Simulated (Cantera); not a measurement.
Charge: 1 mol (CH3)2SiCl2, 0.2 mol HCl, a varied amount of H2, held at 1425 K and 0.110 bar.

These are equilibrium values from Cantera (NASA tables, ideal gas, pure condensed phases), not measurements of a reactor. Candidate condensed phases: C, C6H6, C7H8, C8H18, Si, SiC; 109 gas species. The feed counts by its element totals alone. The tables' values for SiCl3 are old estimates; treat these amounts as uncertain. Rates play no part.

Question: At 4.7 mol H2, list the 4 most abundant gas species with their mole fractions, and the condensed phases.

Answer: H2 0.757, HCl 0.240, SiCl2 0.00123, SiCl4 0.000699. Condensed: C(graphite) + SiC(s).
